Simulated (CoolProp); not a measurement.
Aqueous ethylene glycol as a coolant, 50 % by mass, freezing at -36.0 °C, 1 atm.

Computed with CoolProp (Melinder's fits for secondary coolants).

```tsv
T (°C)	density (kg/m³)	cp (kJ/(kg K))	conductivity (W/(m K))	Prandtl number
-8.2	1078	3.156	0.372	99.0
-4.7	1077	3.176	0.374	83.6
-1.1	1075	3.197	0.376	70.8
2.5	1074	3.217	0.378	60.5
6	1072	3.236	0.380	52.3
9.6	1070	3.256	0.383	45.4
13.1	1068	3.275	0.385	39.9
16.7	1067	3.295	0.387	35.1
20.3	1065	3.314	0.389	31.1
23.8	1063	3.332	0.392	27.9
27.4	1061	3.350	0.394	25.0
30.9	1059	3.368	0.396	22.6
34.5	1057	3.386	0.398	20.5
38	1055	3.403	0.400	18.8
```
